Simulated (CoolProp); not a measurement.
Properties of CHF3 (R23) along the isobar 0.101 MPa.

Values from CoolProp's reference Helmholtz-energy equation of state, Penoncello 2003.

```csv
T (K),phase,density (kg/m³),cv (kJ/(kg K)),Joule-Thomson coefficient (K/MPa),isothermal compressibility (1/MPa),Prandtl number,fugacity coefficient
200.6,gas,4.389,0.5190,53.46,10.27,0.791,0.9675
207.8,gas,4.216,0.5162,45.68,10.21,0.775,0.9719
215,gas,4.058,0.5175,39.50,?,0.766,0.9754
222.2,gas,3.914,0.5214,34.54,10.13,0.762,0.9783
229.4,gas,3.782,0.5271,30.50,10.10,0.762,0.9808
236.6,gas,3.659,0.5340,27.16,10.08,0.763,0.9828
243.8,gas,3.544,0.5419,24.38,10.06,0.765,0.9846
251,gas,3.437,0.5503,22.02,10.04,0.769,0.9861
258.2,gas,3.336,0.5593,20.01,10.03,0.774,0.9874
265.4,gas,3.242,0.5686,18.28,10.02,?,0.9886
272.5,gas,3.154,0.5780,?,10.01,0.785,0.9896
279.7,gas,3.070,0.5878,15.47,9.998,0.791,0.9905
286.9,gas,2.991,?,14.30,9.989,0.797,0.9913
294.1,gas,2.915,0.6077,13.27,9.982,?,0.9920
301.3,gas,2.844,?,12.34,9.975,?,0.9926
```

Question: Fill in the missing entries.

Answer: 
- 215, isothermal compressibility (1/MPa): 10.17
- 265.4, Prandtl number: 0.779
- 272.5, Joule-Thomson coefficient (K/MPa): 16.79
- 286.9, cv (kJ/(kg K)): 0.5977
- 294.1, Prandtl number: 0.803
- 301.3, cv (kJ/(kg K)): 0.6177
- 301.3, Prandtl number: 0.809

Viscosity comes from a separate model (Shan 2000). Thermal conductivity comes from a separate model (Shan 2000).
